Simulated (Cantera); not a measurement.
An isothermal, constant-pressure homogeneous reactor starts with 39.7 % NH3, 60.3 % H2, at 1623 K and 1.01 bar.

Model: the gas-phase N/H chemistry of the illustrative SiF4/NH3 mechanism in the Surface Chemkin manual (1991), integrated in Cantera. Walls and surfaces, which speed up NH3 decomposition in real reactors, are not modelled.

**Question.** Predict: x(NH3) at 7.00 s; x(H2) at 7.00 s; x(NH2) at 7.00 s; x(N2H4) at 7.00 s; x(N2H2) at 7.00 s; x(NH) at 7.00 s; x(N) at 7.00 s.

**Answer.** x(NH3) at 7.00 s: 0.211 (gas-phase equilibrium 1.32e-5)
x(H2) at 7.00 s: 0.723 (gas-phase equilibrium 0.858)
x(NH2) at 7.00 s: 3.26e-5 (gas-phase equilibrium 2.38e-9)
x(N2H4) at 7.00 s: 2.24e-8 (gas-phase equilibrium <1e-12)
x(N2H2) at 7.00 s: 4.32e-8 (gas-phase equilibrium <1e-12)
x(NH) at 7.00 s: 1.45e-7 (gas-phase equilibrium 1.25e-11)
x(N) at 7.00 s: 4.09e-9 (gas-phase equilibrium <1e-12)
